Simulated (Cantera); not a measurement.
Source: NASA polynomial tables (part measured, part estimated), evaluated in Cantera. Values are per mole of reaction as written; species without (g) are pure solids or liquids, kept so even where they would boil at 1 bar. VN: taken at fixed stoichiometry.

12 OH(g) + 6 VN → 4 NH3(g) + 6 VO2(g) + N2(g)

```csv
T (K),ΔH° (kJ),ΔS° (J/K),ΔG° (kJ),log10 K
475,(withheld),(withheld),(withheld),(withheld)
625,-793.3,23.3,-807.9,67.52
775,(withheld),(withheld),(withheld),(withheld)
925,-825.0,-18.4,-808.1,45.63
1075,(withheld),(withheld),(withheld),(withheld)
1225,(withheld),(withheld),(withheld),(withheld)
```

Task: Complete the blanks.

Result: 
- 475, ΔH° (kJ): -774.4
- 475, ΔS° (J/K): 58.0
- 475, ΔG° (kJ): -802.0
- 475, log10 K: 88.19
- 775, ΔH° (kJ): -809.8
- 775, ΔS° (J/K): -0.4
- 775, ΔG° (kJ): -809.5
- 775, log10 K: 54.56
- 1075, ΔH° (kJ): -839.9
- 1075, ΔS° (J/K): -33.2
- 1075, ΔG° (kJ): -804.2
- 1075, log10 K: 39.07
- 1225, ΔH° (kJ): -855.0
- 1225, ΔS° (J/K): -46.4
- 1225, ΔG° (kJ): -798.2
- 1225, log10 K: 34.03
